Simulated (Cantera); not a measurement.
Charge: 1 mol CCl4, 10 mol H2, equilibrated at 0.0250 bar.

Equilibrium computed with Cantera from the NASA thermochemical tables; the gas is ideal and each condensed phase is pure. Candidate condensed phases: C, C6H6, C7H8, C8H18; 91 gas species. The tables' values for CCl are old estimates; treat these amounts as uncertain. Rates play no part.

x: gas mole fraction; n: condensed amount in mol.

| T (K) | x H | x H2 | x HCl | x Cl | x CH4 | x C2H2 (acetylene) | n C(graphite) |
|---|---|---|---|---|---|---|---|
| 673 | <1e-12 | 0.545 | 0.364 | <1e-12 | 0.0909 | <1e-12 | 0 |
| 873 | 2.40e-10 | 0.660 | 0.335 | 1.21e-10 | 0.00489 | 1.46e-11 | 0.942 |
| 1073 | 7.23e-8 | 0.666 | 0.334 | 3.27e-8 | 0.000510 | 4.78e-9 | 0.994 |
| 1273 | 3.68e-6 | 0.667 | 0.333 | 1.56e-6 | 0.000104 | 2.48e-7 | 0.999 |
| 1473 | 6.53e-5 | 0.667 | 0.333 | 2.65e-5 | 3.26e-5 | 4.34e-6 | 1.000 |
| 1673 | 0.000588 | 0.666 | 0.333 | 0.000229 | 1.35e-5 | 3.80e-5 | 0.999 |
| 1873 | … | 0.664 | 0.331 | … | … | … | 0.995 |
| 2073 | 0.0135 | 0.655 | 0.325 | 0.00493 | 3.78e-6 | 0.000803 | 0.980 |
| 2273 | 0.0422 | 0.632 | 0.309 | 0.0149 | 2.25e-6 | 0.00238 | 0.940 |
| 2473 | … | … | … | … | … | … | … |
| 2673 | 0.225 | 0.480 | 0.214 | 0.0698 | 6.67e-7 | 0.0103 | 0.678 |
| 2873 | 0.389 | 0.342 | 0.140 | 0.109 | 2.62e-7 | 0.0145 | 0.269 |
| 3073 | 0.561 | 0.204 | 0.0739 | 0.138 | 5.08e-8 | 0.00714 | 0 |
| 3273 | 0.688 | 0.102 | 0.0337 | 0.153 | 5.61e-9 | 0.00168 | 0 |

Question: What belongs in the gaps?

Answer: 
- 2473, x H: 0.107
- 2473, x H2: 0.578
- 2473, x HCl: 0.273
- 2473, x Cl: 0.0359
- 2473, x CH4: 1.31e-6
- 2473, x C2H2 (acetylene): 0.00557
- 2473, n C(graphite): 0.851
- 1873, x H: 0.00333
- 1873, x Cl: 0.00126
- 1873, x CH4: 6.72e-6
- 1873, x C2H2 (acetylene): 0.000207
